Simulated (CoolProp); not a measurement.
CH3F (R41) along the isobar 2250 kPa: Z from the reference equation and from simpler models built on Tc = 317.3 K, pc = 5906 kPa, ω = 0.200; each cubic takes its own stable root.

Model: reference Helmholtz-energy equation of state, Lemmon 2006, in CoolProp. It is a short technical equation, of lower accuracy than the large ones.

```tsv
T (K)	phase	reference
216.8	liquid	0.05076
231.6	liquid	0.04958
246.5	liquid	0.04892
261.4	liquid	0.04892
291.1	gas	0.7650
306	gas	0.8105
320.9	gas	0.8433
335.8	gas	0.8682
350.6	gas	0.8877
365.5	gas	0.9035
380.4	gas	0.9165
395.3	gas	0.9273
410.1	gas	0.9364
425	gas	0.9441
```

**Question.** How far does each simpler model (Redlich-Kwong, Soave-Redlich-Kwong) lie from the reference over these 14 states: mean and median of the absolute difference, and the worst?

**Answer.** 
- Redlich-Kwong: mean 10.2 %, median 1.9 %, worst +34.2 % at 261.4 K and 2250 kPa
- Soave-Redlich-Kwong: mean 9.2 %, median 2.1 %, worst +29.0 % at 261.4 K and 2250 kPa
